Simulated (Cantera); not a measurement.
An adiabatic, constant-volume homogeneous reactor starts with H2 : O2 : N2 = 1 : 1.02 : 3.84 (molar parts), at 1575 K and 9.20 bar. Integrator tolerance rtol = 1e-08.

Computed with Cantera and the H2/O2 subset of GRI-Mech 3.0, which has no nitrogen chemistry. The hydrogen kinetics of GRI-Mech 3.0 are dated; newer H2 mechanisms differ, most at raised pressure.

```tsv
quantity	before	after
time of steepest temperature rise	1.29 µs	2.31 µs
temperature at 0.400 s	2847 K	2818 K
equilibrium temperature	2847 K	2818 K
x(H2) at 0.400 s	0.00377 (gas-phase equilibrium 0.00377)	0.00457 (gas-phase equilibrium 0.00457)
x(O2) at 0.400 s	0.0907 (gas-phase equilibrium 0.0907)	0.0901 (gas-phase equilibrium 0.0901)
x(H2O) at 0.400 s	0.170 (gas-phase equilibrium 0.170)	0.168 (gas-phase equilibrium 0.168)
x(OH) at 0.400 s	0.0200 (gas-phase equilibrium 0.0200)	0.0216 (gas-phase equilibrium 0.0216)
x(HO2) at 0.400 s	4.34e-5 (gas-phase equilibrium 4.34e-5)	3.47e-5 (gas-phase equilibrium 3.47e-5)
```

**Question.** What was changed between the two runs?
A) constant pressure in place of constant volume
B) H2 1 to 2.7 parts
C) pressure from 9.20 bar to 5.00 bar
D) H2 1 to 1.7 parts

**Answer.** C, pressure from 9.20 bar to 5.00 bar
